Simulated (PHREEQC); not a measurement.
City or well water: an equilibrium model

Synthetic water in mmol/kgw, 37 °C, pH 7.41, pe 8.1:

| constituent | mmol/kgw |
|---|---|
| Na | 1.31 |
| K | 0.0204 |
| Ca | 0.127 |
| Mg | 0.487 |
| Cl | 0.544 |
| S(6) | 0.436 |
| Alkalinity (meq/kgw) | 1.09 |
| Br | 0.00616 |

Valence states are taken as typed.

The numbers come from PHREEQC with the ion-association model, phreeqc.dat.

Precipitation was switched off in this run.

### Question
What specific conductance, charge-balance error does the model give?

### Answer
specific conductance 340 µS/cm; charge-balance error 0.9 %.

### Question
In which forms is S present?

### Answer
SO4-2 91 %, MgSO4 7.7 %, CaSO4 1.3 % of the S.

Away from 25 °C the constants follow the database's enthalpies or fits; those with neither stay at their 25 °C values.
